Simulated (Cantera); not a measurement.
Input: 1 mol B2O3, 2.6 mol H2, held at 2025 K and 100 Torr.

Method: chemical equilibrium by Gibbs-energy minimisation in Cantera with the NASA 1993 tables (ideal gas, pure condensed phases). Candidate condensed phases: B, B2O3, B3O3H3, H2O; 23 gas species. Rates play no part.

Base state: H2 0.631, B2O3 0.176, HBO2 0.0950, HBO 0.0650, B2O2 0.0176, BO 0.00611, H2O 0.00558, H 0.00419 (mole fractions); condensed: gas only.

Q: What changes in the equilibrium state with this change: temperature from 2025 K to 850 K?

A: 
```json
[
 {"species": "H2", "before": "0.631", "after": "1.00"},
 {"species": "H2O", "before": "0.00558", "after": "2.78e-7"},
 {"species": "HBO", "before": "0.0650", "after": "1.35e-9"},
 {"species": "B2O3", "before": "0.176", "after": "<1e-9"},
 {"species": "HBO2", "before": "0.0950", "after": "<1e-9"},
 {"species": "B2O2", "before": "0.0176", "after": "<1e-9"},
 {"species": "BO", "before": "0.00611", "after": "<1e-9"},
 {"species": "H", "before": "0.00419", "after": "<1e-9"},
 {"species": "B2O3(l), mol", "before": "0", "after": "1.000"}
]
```
